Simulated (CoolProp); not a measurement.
Values from CoolProp's reference Helmholtz-energy equation of state, Setzmann 1991.

**Question.** For methane, give the phase and the cp (kJ/(kg K)), speed of sound (m/s), viscosity (µPa s), Prandtl number at -104.05 °C and 0.101 MPa; -16.95 °C and 0.101 MPa; 4.85 °C and 0.101 MPa.

**Answer.** 
- -104.05 °C and 0.101 MPa: gas; cp 2.11, speed of sound 340, viscosity 6.69, Prandtl number 0.777
- -16.95 °C and 0.101 MPa: gas; cp 2.15, speed of sound 418, viscosity 9.83, Prandtl number 0.740
- 4.85 °C and 0.101 MPa: gas; cp 2.19, speed of sound 434, viscosity 10.5, Prandtl number 0.736

Viscosity comes from a separate model (Quiñones-Cisneros 2006). Thermal conductivity comes from a separate model (Friend 1989).
